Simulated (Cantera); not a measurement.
Input: 1 mol B2H6, 0.3 mol N2, held at 1077 °C and 7.50 Torr.

Equilibrium computed with Cantera from the NASA thermochemical tables; the gas is ideal and each condensed phase is pure. Candidate condensed phases: B, BN; 15 gas species. The feed counts by its element totals alone. N2 is the only nitrogen source here; it is nearly inert below about 1500 K, so the nitride shown seldom forms there in practice. Mutual solubility and eutectic melting of coexisting phases are not modelled. Kinetics and transport are ignored.

Base state: H2 1.000, H 2.38e-5 (mole fractions); condensed: B(s) + BN(s).

### Question
What changes in the equilibrium state with this change: temperature from 1077 °C to 1702 °C?

### Answer
```csv
species,before,after
H2,1.000,0.978
H,2.38e-5,0.0135
N2,6.34e-9,0.00807
BH2,1.76e-6,0.000396
"B(s), mol",1.40,1.45
"BN(s), mol",0.600,0.551
```
The tables' values for BH2 are old estimates; treat these amounts as uncertain.
